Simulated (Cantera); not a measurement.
A closed system holds: 1 mol Cu2O, a varied amount of H2, at 1050 K and 0.133 bar.

Equilibrium computed with Cantera from the NASA thermochemical tables; the gas is ideal and each condensed phase is pure. Candidate condensed phases: Cu, CuO, Cu(OH)2, Cu2O, H2O; 12 gas species. Mutual solubility and eutectic melting of coexisting phases are not modelled. Equilibrium is a limit: real reactors are often held back by kinetics, nucleation or transport.

log p: log10 of the partial pressure in bar; n: condensed amount in mol.

```
n(H2) (mol)   log p H2O    log p H2  log p H    log p OH  log p O2  n Cu(s)  n Cu2O(s)
-----------  ----------  ----------  -------  ----------  --------  -------  ---------
0.38              -0.88       -5.74   -10.96       -8.59     -9.15    0.760      0.620
0.56              -0.88       -5.74   -10.96       -8.59     -9.15     1.12      0.440
0.8               -0.88       -5.74   -10.96       -8.59     -9.15     1.60      0.200
1.2               -0.95       -1.65    -8.92      -10.71      <-12     2.00          0
1.7               -1.11       -1.26    -8.72      -11.06      <-12     2.00          0
2.4               -1.26       -1.11    -8.65      -11.29      <-12     2.00          0
3.5          (withheld)  (withheld)    -8.60  (withheld)      <-12     2.00          0
5.1          (withheld)       -0.97    -8.58  (withheld)      <-12     2.00          0
7.4               -1.74       -0.94    -8.56      -11.86      <-12     2.00          0
```

Question: Some entries are withheld; supply them.

Answer: 
- 3.5, log p H2O: -1.42
- 3.5, log p H2: -1.02
- 3.5, log p OH: -11.50
- 5.1, log p H2O: -1.58
- 5.1, log p OH: -11.68
